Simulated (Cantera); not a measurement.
Feed: 1 mol (CH₃)₂SiCl₂, 2.5 mol CH₄, 420 mol H₂, held at 1652 °C and 1.28 Torr.

These are equilibrium values from Cantera (NASA tables, ideal gas, pure condensed phases), not measurements of a reactor. Candidate condensed phases: C, C₆H₆, C₇H₈, C₈H₁₈, Si, SiC; 109 gas species. The feed counts by its element totals alone. Rates play no part.

Base state: H₂ 0.972, H 0.0229, HCl 0.00452, C₂H₂ (acetylene) 0.000445, Si 0.000421, Cl 7.99e-5, SiH 1.39e-5, SiC₂ 1.21e-5 (mole fractions); condensed: C(graphite) + SiC(s).

### Question
What changes in the equilibrium state with this change: temperature from 1652 °C to 1752 °C?

### Answer
```json
[
 {"species": "H₂", "before": "0.972", "after": "0.947"},
 {"species": "H", "before": "0.0229", "after": "0.0454"},
 {"species": "HCl", "before": "0.00452", "after": "0.00437"},
 {"species": "Si", "before": "0.000421", "after": "0.00199"},
 {"species": "SiC₂", "before": "1.21e-5", "after": "9.24e-5"},
 {"species": "Si₂C", "before": "8.29e-6", "after": "5.86e-5"},
 {"species": "SiH", "before": "1.39e-5", "after": "5.11e-5"},
 {"species": "Cl", "before": "7.99e-5", "after": "0.000156"},
 {"species": "C(graphite), mol", "before": "3.30", "after": "3.64"},
 {"species": "SiC(s), mol", "before": "0.795", "after": "0"}
]
```

### Question
What changes in the equilibrium state with this change: pressure from 1.28 Torr to 37.5 Torr?

### Answer
```json
[
 {"species": "H₂", "before": "0.972", "after": "0.991"},
 {"species": "HCl", "before": "0.00452", "after": "0.00463"},
 {"species": "H", "before": "0.0229", "after": "0.00426"},
 {"species": "Si", "before": "0.000421", "after": "1.43e-5"},
 {"species": "CH₄", "before": "8.38e-7", "after": "2.56e-5"},
 {"species": "SiC₂", "before": "1.21e-5", "after": "4.11e-7"},
 {"species": "SiH", "before": "1.39e-5", "after": "2.59e-6"},
 {"species": "C(graphite), mol", "before": "3.30", "after": "3.11"},
 {"species": "SiC(s), mol", "before": "0.795", "after": "0.990"}
]
```
